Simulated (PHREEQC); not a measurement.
0.028 g of hydrous ferric oxide (600 m²/g; 0.2 weak and 0.005 strong sites per Fe, Dzombak-Morel constants, diffuse double layer) in 1 kg of water with 0.001 mol/kgw of an inert sodium salt, at 25 °C; the pH is set by adding NaOH or the inert anion's acid. O2 is buffered at 0.21 atm. The system is closed to CO2. No solid was allowed to form.

All values are PHREEQC results (ion-association model, wateq4f.dat), not measurements.

| pH | surface charge σ (C/m²) | surface potential ψ (mV) |
|---|---|---|
| 4 | 0.117 | 210 |
| 4.67 | 0.067 | 184 |
| 5.33 | 0.037 | 154 |
| 6 | 0.019 | 119 |
| 6.67 | 0.009 | 83 |
| 7.33 | 0.004 | 45 |
| 8 | 0.000 | 6 |
| 8.67 | -0.003 | -32 |
| 9.33 | -0.007 | -70 |
| 10 | -0.015 | -107 |
| 10.67 | -0.035 | -141 |
| 11.33 | -0.085 | -166 |
| 12 | -0.200 | -176 |

Species that the database lacks are ignored.
